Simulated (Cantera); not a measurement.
An isothermal, constant-pressure homogeneous reactor starts with 8.33 % NO, 91.7 % N2, at 1750 K and 9.00 Torr.

Computed with Cantera and GRI-Mech 3.0 (53 species, 325 reactions). Radical loss at walls, strong at low pressure, is not modelled.

One state of this run: x NO = 0.0786; x O = 4.19e-5; x NO2 = 2.70e-6; x N2O = 2.27e-6; x O2 = 0.00234; x N2 = 0.919. x: mole fraction; the columns are a selection and need not sum to one.

Question: Which value of t (s) does it belong to?
A. 0.00503
B. 0.000423
C. 100
D. 29.0

Answer: C, 100
